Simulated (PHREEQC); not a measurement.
Solution (38 °C): 0.0013 mol/kgw Cu(BF4)2 and 0.042 mol/kgw H2SO4. Closed to the air; pH follows from the charge balance.

Computed with PHREEQC (ion-association model, phreeqc.dat).

```csv
quantity,before,after
pH,1.36,3.08
ionic strength (mol/kgw),0.0646,0.00472
HF (mol/kgw),0.00626,0.00284
H3BO3 (mol/kgw),0.00156,0.00109
Cu+2 (mol/kgw),0.000909,0.00126
F- (mol/kgw),9.76e-5,0.00193
```

**Question.** Name the change that produced these shifts.
A) H2SO4 left out
B) H2SO4 from 0.042 to 0.0084 mol/kgw
C) Cu(BF4)2 from 0.0013 to 0.0065 mol/kgw
D) diluted 100-fold with water
E) diluted 10-fold with water

**Answer.** A, H2SO4 left out

No solid was allowed to form. Constants without temperature data keep their 25 °C values here. Real BF4- forms and hydrolyses slowly; the run takes it at equilibrium.
